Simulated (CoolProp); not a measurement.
Model: reference Helmholtz-energy equation of state, Lemmon 2004, in CoolProp. It is a short technical equation, of lower accuracy than the large ones.

Q: Give the vapour pressure (kPa), liquid cp (kJ/(kg K)), vapour viscosity (µPa s) of saturated n-dodecane at 543.5 K.

A: 
```
T (K)  p (kPa)  liquid cp (kJ/(kg K))  vapour viscosity (µPa s)
-----  -------  ---------------------  ------------------------
543.5      315                   3.21                      8.27
```

Viscosity comes from a separate model (Huber 2004).
